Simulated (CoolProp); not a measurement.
R236EA at several states: density (kg/m³) from the reference equation and from simpler models built on Tc = 412.4 K, pc = 34.14 bar, ω = 0.368; each cubic takes its own stable root.

Model: reference Helmholtz-energy equation of state, Rui 2013, in CoolProp.

```csv
T (K),p (bar),phase,reference,van der Waals,Redlich-Kwong,Soave-Redlich-Kwong,Peng-Robinson
315.5,6.15,liquid,1370,40.14,1159,1240,1406
352.3,4.74,gas,27.08,26.27,26.70,26.93,27.11
337.9,31.7,liquid,1305,797.2,1109,1178,1333
282.3,0.351,gas,2.306,2.291,2.297,2.301,2.302
271.6,2.82,liquid,1508,20.40,1306,1378,1557
371,24.4,liquid,1154,681.9,930.0,998.4,1130
```

At some of these states van der Waals gives the other phase, because its saturation line lies elsewhere.
